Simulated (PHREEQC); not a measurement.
Solution (50 °C): 160 mmol/kgw NH4HS, 33 mmol/kgw NaOH and 0.051 mmol/kgw FeCl2. It is in equilibrium with CO2 at log p = 0 (atm). Otherwise closed; pH follows from the charge balance.

All values are PHREEQC results (ion-association model, wateq4f.dat), not measurements.

```json
[
 {"quantity": "pH", "before": "6.80", "after": "6.74"},
 {"quantity": "ionic strength (mol/kgw)", "before": "0.190", "after": "0.192"},
 {"quantity": "HCO3- (mol/kgw)", "before": "0.0846", "after": "0.142"},
 {"quantity": "H2S (mol/kgw)", "before": "0.0548", "after": "0.111"},
 {"quantity": "CO2 (mol/kgw)", "before": "0.0186", "after": "0.0615"},
 {"quantity": "SI of Nahcolite (NaHCO3)", "before": "-2.49", "after": "-1.85"}
]
```

Question: Which change was made?
A. temperature from 50 to 5 °C
B. NaOH from 0.033 to 0.0363 mol/kgw
C. diluted 10-fold with water
D. FeCl2 from 5.1e-05 to 1.02e-05 mol/kgw
E. temperature from 50 to 60 °C

Answer: A, temperature from 50 to 5 °C

This is a speciation only: nothing precipitates in the calculation. Carbamate, which ammonia and carbonate form, is missing from the database. Away from 25 °C the constants follow the database's enthalpies or fits; those with neither stay at their 25 °C values.
